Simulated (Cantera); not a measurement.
An isothermal plug-flow reactor at 775 K and 5.00 bar (inlet), inlet velocity 1 m/s, active area per volume 410 1/m; feed CO : O₂ : N₂ : H₂O = 0.0039 : 0.2 : 0.79 : 0.085 (molar parts), equivalence ratio 0.0097.

Model: Deutschmann's 1995 Pt surface mechanism with GRI-Mech 3.0 gas chemistry, integrated in Cantera. Catalytic surfaces can have several steady states; this one follows from the mechanism file's or the stated starting coverage. Mass transfer to the wall is taken as infinitely fast.

Task: Predict: x(CO) at z = 0.075 m; x(O₂) at z = 0.075 m; x(H₂O) at z = 0.075 m; x(CO₂) at z = 0.075 m; θ(free Pt) at the exit; θ(O*) at the exit; θ(OH*) at the exit.

Result: 
```
Item                      Value
----------------------  -------
x(CO) at z = 0.075 m    0.00130
x(O₂) at z = 0.075 m      0.184
x(H₂O) at z = 0.075 m    0.0789
x(CO₂) at z = 0.075 m   0.00232
θ(free Pt) at the exit  0.00974
θ(O*) at the exit         0.983
θ(OH*) at the exit      0.00753
```
